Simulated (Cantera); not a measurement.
Feed: 1 mol B, 2.4 mol NH3, equilibrated at 1623 K and 10.0 mbar.

These are equilibrium values from Cantera (NASA tables, ideal gas, pure condensed phases), not measurements of a reactor. Candidate condensed phases: B, BN; 15 gas species. Rates play no part.

Base state: H2 0.837, N2 0.163, H 0.000632 (mole fractions); condensed: BN(s).

### Question
What changes in the equilibrium state with this change: NH3 from 2.4 to 0.17 mol?

### Answer
```tsv
species	before	after
H2	0.837	0.999
H	0.000632	0.000691
BH2	2.23e-7	3.20e-5
N2	0.163	1.13e-5
BN(s), mol	1.000	0.170
B(s), mol	0	0.830
```
Mutual solubility and eutectic melting of coexisting phases are not modelled. The tables' values for BH2 are old estimates; treat these amounts as uncertain.
